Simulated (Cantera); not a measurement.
Input: 1 mol Si2H6, 1.4 mol H2O, 8.4 mol H2, equilibrated at 873 K and 65.0 Pa.

These are equilibrium values from Cantera (NASA tables, ideal gas, pure condensed phases), not measurements of a reactor. Candidate condensed phases: H2O, Si, SiO2; 18 gas species. The feed counts by its element totals alone. Rates play no part.

Base state: H2 1.00 (mole fractions); condensed: Si(s) + SiO2(β-quartz).

### Question
What changes in the equilibrium state with this change: 0.15 mol Cl2 added?

### Answer
```tsv
species	before	after
H2	1.00	0.987
HCl	0	0.00903
SiCl4	0	0.00293
SiHCl3	0	0.000685
SiCl2	0	0.000105
SiCl3	0	7.22e-5
SiH2Cl2	0	1.46e-5
Si(s), mol	1.30	1.25
SiO2(β-quartz), mol	0.700	0.700
```
The tables' values for SiCl3 are old estimates; treat these amounts as uncertain.

### Question
What changes in the equilibrium state with this change: temperature from 873 K to 2048 K?

### Answer
```tsv
species	before	after
H2	1.00	0.792
SiO	1.82e-9	0.0909
H	1.83e-9	0.0782
Si	<1e-9	0.0381
SiH	<1e-9	0.000525
Si2	<1e-9	0.000145
SiH2	<1e-9	3.60e-5
Si(s), mol	1.30	0
SiO2(β-quartz), mol	0.700	0
```
Gases not in the tables: Si2H6 and higher silanes.
